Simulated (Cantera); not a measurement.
# Ignition delay

Mixture: CH4 : O2 : N2 = 1 : 1.18 : 4.42 (molar parts), equivalence ratio 1.7, at 9.87 atm, adiabatic and at constant pressure. Ignition delay is the time to a rise of 400 K.

Model: GRI-Mech 3.0 (53 species, 325 reactions), integrated in Cantera.

```csv
T0 (K),delay (ms)
1250,3.42
1325,1.45
1400,0.650
1475,0.303
1550,0.147
1625,0.0741
1700,0.0390
1775,0.0216
1850,0.0126
1925,0.00781
```

```yaml
apparent activation energy between 1775 and 1925 K: 190 kJ/mol
```
